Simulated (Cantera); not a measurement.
An isothermal, constant-pressure homogeneous reactor starts with C2H6 : N2 = 1 : 1.6 (molar parts), at 1348 K and 0.000276 atm. Integrator tolerance rtol = 1e-08.

Cantera simulation using GRI-Mech 3.0 (53 species, 325 reactions); the numbers are that mechanism's predictions, not measurements. GRI-Mech 3.0 stops at C3 and has no aromatics, soot or wall deposition, so with more carbon than oxygen in the feed, carbon stays in small species such as C2H2 where larger ones or solid carbon would form. Radical loss at walls, strong at low pressure, is not modelled.

Task: What does this change do: C2H6 1 to 2.7 parts?

Result: 
| quantity | before | after |
|---|---|---|
| x(C2H6) at 40.0 s | 2.19e-6 (gas-phase equilibrium 1.20e-10) | 3.05e-6 (gas-phase equilibrium 2.81e-10) |
| x(HCN) at 40.0 s | 2.91e-8 (gas-phase equilibrium 0.0960) | 9.46e-9 (gas-phase equilibrium 0.0747) |
| x(C2H2) at 40.0 s | 0.150 (gas-phase equilibrium 0.169) | 0.196 (gas-phase equilibrium 0.241) |
| x(C2H4) at 40.0 s | 0.0351 (gas-phase equilibrium 3.15e-5) | 0.0521 (gas-phase equilibrium 5.75e-5) |
| x(CH4) at 40.0 s | 0.143 (gas-phase equilibrium 0.000173) | 0.204 (gas-phase equilibrium 0.000300) |
| x(H2) at 40.0 s | 0.263 (gas-phase equilibrium 0.435) | 0.341 (gas-phase equilibrium 0.556) |

Task: What does this change do: N2 1.6 to 0.46 parts?

Result: 
| quantity | before | after |
|---|---|---|
| x(C2H6) at 40.0 s | 2.19e-6 (gas-phase equilibrium 1.20e-10) | 3.23e-6 (gas-phase equilibrium 3.21e-10) |
| x(HCN) at 40.0 s | 2.91e-8 (gas-phase equilibrium 0.0960) | 7.13e-9 (gas-phase equilibrium 0.0678) |
| x(C2H2) at 40.0 s | 0.150 (gas-phase equilibrium 0.169) | 0.204 (gas-phase equilibrium 0.255) |
| x(C2H4) at 40.0 s | 0.0351 (gas-phase equilibrium 3.15e-5) | 0.0553 (gas-phase equilibrium 6.32e-5) |
| x(CH4) at 40.0 s | 0.143 (gas-phase equilibrium 0.000173) | 0.215 (gas-phase equilibrium 0.000326) |
| x(H2) at 40.0 s | 0.263 (gas-phase equilibrium 0.435) | 0.356 (gas-phase equilibrium 0.578) |

Task: What does this change do: N2 1.6 to 16 parts?

Result: 
```tsv
quantity	before	after
x(C2H6) at 40.0 s	2.19e-6 (gas-phase equilibrium 1.20e-10)	7.72e-7 (gas-phase equilibrium <1e-12)
x(HCN) at 40.0 s	2.91e-8 (gas-phase equilibrium 0.0960)	3.30e-7 (gas-phase equilibrium 0.0587)
x(C2H2) at 40.0 s	0.150 (gas-phase equilibrium 0.169)	0.0403 (gas-phase equilibrium 0.0233)
x(C2H4) at 40.0 s	0.0351 (gas-phase equilibrium 3.15e-5)	0.00302 (gas-phase equilibrium 1.05e-6)
x(CH4) at 40.0 s	0.143 (gas-phase equilibrium 0.000173)	0.0212 (gas-phase equilibrium 7.67e-6)
x(H2) at 40.0 s	0.263 (gas-phase equilibrium 0.435)	0.0729 (gas-phase equilibrium 0.105)
```
